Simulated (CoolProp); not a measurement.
Aqueous methanol as a coolant, 28 % by mass, freezing at -23.4 °C, 1 atm.

The numbers come from the Melinder's fits for secondary coolants in CoolProp.

| T (°C) | conductivity (W/(m K)) | density (kg/m³) | cp (kJ/(kg K)) | viscosity (mPa s) |
|---|---|---|---|---|
| -15.4 | 0.413 | 967.7 | 3.785 | 7.27 |
| -11.1 | 0.417 | 966.5 | 3.823 | 5.87 |
| -6.9 | 0.420 | 965.2 | 3.858 | 4.83 |
| -2.7 | 0.424 | 963.8 | 3.890 | 4.01 |
| 1.6 | 0.427 | 962.2 | 3.921 | 3.36 |
| 5.8 | 0.431 | 960.7 | 3.947 | 2.86 |
| 10.1 | 0.434 | 958.9 | 3.971 | 2.44 |
| 14.3 | 0.437 | 957.2 | 3.992 | 2.11 |
| 18.6 | 0.441 | 955.3 | 4.009 | 1.84 |
| 22.8 | 0.444 | 953.3 | 4.022 | 1.62 |
| 27.1 | 0.448 | 951.3 | 4.032 | 1.43 |
| 31.3 | 0.451 | 949.1 | 4.037 | 1.27 |
